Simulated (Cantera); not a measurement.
A perfectly stirred reactor is fed with CH4 : CO2 = 1 : 0.61 (molar parts), at 1.01 bar; it is held at 1300 K, and followed from long to short residence time.

Model: GRI-Mech 3.0 (53 species, 325 reactions), integrated in Cantera. GRI-Mech 3.0 stops at C3 and has no aromatics, soot or wall deposition, so with more carbon than oxygen in the feed, carbon stays in small species such as C2H2 where larger ones or solid carbon would form.

Problem. What does this change do: CH4 1 to 0.17 parts?

Solution. 
| quantity | before | after |
|---|---|---|
| x(CH4) at τ = 6.30 s | 0.563 | 0.202 |
| x(CO2) at τ = 6.30 s | 0.358 | 0.765 |
| x(C2H6) at τ = 6.30 s | 0.000421 | 0.000214 |
| x(CH2) at τ = 6.30 s | 1.15e-11 | 9.45e-12 |
| x(CH3) at τ = 6.30 s | 1.42e-5 | 9.57e-6 |
| x(CH4) at τ = 55.0 ms | 0.621 | 0.218 |
| x(CO2) at τ = 55.0 ms | 0.379 | 0.782 |
| x(C2H6) at τ = 55.0 ms | 0.000140 | 4.46e-5 |
| x(CH2) at τ = 55.0 ms | 5.17e-12 | 2.74e-12 |
| x(CH3) at τ = 55.0 ms | 1.06e-5 | 5.86e-6 |
